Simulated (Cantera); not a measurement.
A Cantera script and what it prints.

```python
import numpy as np
import cantera as ct

gas_names = """
    CL CL2 H HCL H2 N NH NH2 NH3 N2 N2H2 N2H4 Si SiCL SiCL2 SiCL3 SiCL4 SiH SiHCL3 SiH2 SiH2CL2 SiH3
    SiH3CL SiH4 SiN Si2 Si2N Si3
""".split()
cond_names = """
    NH4CL(a) NH4CL(b) Si(cr) Si(L) Si3N4(a)
""".split()


# ... load() reads the species with a 1 bar reference pressure and builds the phases ...
atoms = {
    'SiH2Cl2': {'Si': 1, 'H': 2, 'CL': 2},
    'Cl2': {'CL': 2},
    'N2': {'N': 2},
}
top_T = {'Si3N4(a)': 2400}  # K; cautious upper limits of use, not melting points


# ... equilibrate(T, P, feed) seeds the gas with the atoms and calls Mixture.equilibrate('TP', solver="vcs", rtol=1e-11, max_steps=5000) ...
results = []
feed = {'SiH2Cl2': 1, 'Cl2': 0.11, 'N2': 7.5}  # mol
T = 1323.15  # K
P = 1000  # Pa
mix = equilibrate(T, P, feed)
results.append((T, P, feed, dict(zip(mix.species_names, mix.species_moles))))
print(gas.report(threshold=1e-05))
for i in range(1, mix.n_phases):
    print(f"{mix.phase(i).name:16s} {mix.phase_moles(i):12.5e} mol")
```

Result:

```
       temperature   1323.2 K
          pressure   1000 Pa
           density   0.0028821 kg/m^3
  mean mol. weight   31.706 kg/kmol
   phase of matter   gas

                          1 kg             1 kmol
                     ---------------   ---------------
          enthalpy        1.6793e+05        5.3243e+06  J
   internal energy       -1.7905e+05        -5.677e+06  J
           entropy            8971.4        2.8445e+05  J/K
    Gibbs function       -1.1703e+07       -3.7105e+08  J
 heat capacity c_p            1119.1             35483  J/K
 heat capacity c_v            856.88             27169  J/K

                      mass frac. Y      mole frac. X     chem. pot. / RT
                     ---------------   ---------------   ---------------
                CL        1.3002e-05        1.1629e-05           -26.742
               HCL           0.18183           0.15814           -39.875
                H2         0.0020891          0.032856           -26.266
                N2           0.69169           0.78286           -30.485
             SiCL2          0.015434         0.0049436           -63.809
             SiCL3          0.016662         0.0039298            -90.55
             SiCL4          0.091503          0.017078           -117.29
            SiHCL3        0.00076943        0.00018012           -103.68
     [  +20 minor]        9.9025e-07        3.1728e-06

Si(cr)            0.00000e+00 mol
Si3N4(a)          2.55572e-01 mol
```

Method: chemical equilibrium by Gibbs-energy minimisation in Cantera with the NASA 1993 tables (ideal gas, pure condensed phases). N2 is the only nitrogen source here; it is nearly inert below about 1500 K, so the nitride shown seldom forms there in practice. The tables' values for SiCl3 are old estimates; treat these amounts as uncertain.
